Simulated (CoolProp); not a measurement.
Oxygen at 204.84 K and 2.35 MPa flows at 0.061 m/s in a round tube of 100 mm bore and 15 µm roughness, fully developed (64/Re and Nu = 3.66 if laminar; Colebrook and Gnielinski if turbulent). Each further row changes one setting.

The numbers come from the reference Helmholtz-energy equation of state, Schmidt 1985 in CoolProp.

```json
[
 {"case": "as stated", "Reynolds number": "?", "Darcy friction factor": "0.0267", "pressure drop (Pa/m)": "0.0235", "heat-transfer coefficient (W/(m² K))": "?", "mass flow (kg/h)": "?"},
 {"case": "velocity 0.122 m/s", "Reynolds number": "36900", "Darcy friction factor": "0.0228", "pressure drop (Pa/m)": "?", "heat-transfer coefficient (W/(m² K))": "18.2", "mass flow (kg/h)": "163"},
 {"case": "diameter 200 mm", "Reynolds number": "36900", "Darcy friction factor": "?", "pressure drop (Pa/m)": "0.00994", "heat-transfer coefficient (W/(m² K))": "9.01", "mass flow (kg/h)": "326"}
]
```

Some entries are withheld; supply them.


- as stated, Reynolds number: 18500
- as stated, heat-transfer coefficient (W/(m² K)): 10.4
- as stated, mass flow (kg/h): 81.5
- velocity 0.122 m/s, pressure drop (Pa/m): 0.0803
- diameter 200 mm, Darcy friction factor: 0.0226

Viscosity comes from a separate model (Lemmon 2004). Thermal conductivity comes from a separate model (Lemmon 2004).
